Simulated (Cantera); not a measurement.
## Gas-phase reforming

An isothermal, constant-pressure homogeneous reactor starts with CH4 : H2O : H2 = 1 : 0.53 : 0.35 (molar parts), at 1900 K and 4.93 atm.

Cantera simulation using GRI-Mech 3.0 (53 species, 325 reactions); the numbers are that mechanism's predictions, not measurements. GRI-Mech 3.0 stops at C3 and has no aromatics, soot or wall deposition, so with more carbon than oxygen in the feed, carbon stays in small species such as C2H2 where larger ones or solid carbon would form.

```csv
t (s),x CH4,x H2O,x H2,x C2H4,x H
1.00e-6,0.530,0.282,0.187,1.63e-5,3.20e-5
5.59e-6,0.520,0.281,0.192,0.00130,8.07e-5
3.13e-5,0.456,0.272,0.241,0.0155,0.000129
0.000175,0.271,0.234,0.405,0.0106,0.000189
0.000979,0.0984,0.193,0.563,0.00538,0.000253
0.00548,0.0388,0.145,0.641,0.00515,0.000289
0.0306,0.0293,0.0616,0.709,0.00382,0.000302
0.171,0.0230,0.00448,0.755,0.00269,0.000311
0.959,0.0225,7.54e-6,0.758,0.00259,0.000311
5.36,0.0225,7.51e-6,0.758,0.00259,0.000311
30.0,0.0225,7.51e-6,0.758,0.00259,0.000311
```
x: mole fraction; the columns are a selection and need not sum to one.

Equilibrium at this temperature and pressure: CH4 0.0225, H2O 7.61e-6, H2 0.758, C2H4 0.00259, H 0.000311 (gas phase only).
